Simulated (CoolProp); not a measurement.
A simple Rankine cycle with isobutane: condensing at 324.15 K, boiler at 1.7 MPa, turbine inlet 514.9 K, turbine efficiency 0.85, pump efficiency 0.7, no recuperator. Each further row changes one setting.

Model: reference Helmholtz-energy equation of state, Bücker 2006, in CoolProp.

```csv
case,thermal efficiency (%),net work (kJ/kg),heat in (kJ/kg),turbine exit temperature (K),volume ratio over the turbine
as stated,6.7,48.2,723,?,?
turbine inlet 534.9 K,6.5,?,778,511.0,?
condensing temperature 316.15 K,8.0,59.4,?,?,?
boiler pressure 1.19 MPa,4.1,29.8,730,500.9,1.68
turbine efficiency 0.75,?,42.2,723,493.2,2.42
```

Q: Fill in the missing entries.

A: 
- as stated, turbine exit temperature (K): 490.9
- as stated, volume ratio over the turbine: 2.40
- turbine inlet 534.9 K, net work (kJ/kg): 50.7
- turbine inlet 534.9 K, volume ratio over the turbine: 2.39
- condensing temperature 316.15 K, heat in (kJ/kg): 743
- condensing temperature 316.15 K, turbine exit temperature (K): 485.8
- condensing temperature 316.15 K, volume ratio over the turbine: 2.92
- turbine efficiency 0.75, thermal efficiency (%): 5.8
